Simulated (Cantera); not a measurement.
Charge: 1 mol AlCl₃, 1.9 mol H₂O, 400 mol H₂, held at 0.000580 bar.

Method: chemical equilibrium by Gibbs-energy minimisation in Cantera with the NASA 1993 tables (ideal gas, pure condensed phases). Candidate condensed phases: Al, AlCl₃, Al₂O₃, H₂O; 29 gas species. Rates play no part. All values below are at 1598 K.

Base state: H₂ 0.989, HCl 0.00741, H 0.00220, H₂O 0.00100, Cl 1.30e-5 (mole fractions); condensed: Al₂O₃(s).

**Question.** What changes in the equilibrium state with this change: H₂ from 400 to 3.1 mol?

**Answer.** 
```csv
species,before,after
H₂,0.989,0.476
HCl,0.00741,0.460
H₂O,0.00100,0.0615
Cl,1.30e-5,0.00117
H,0.00220,0.00153
"Al₂O₃(s), mol",0.498,0.500
```
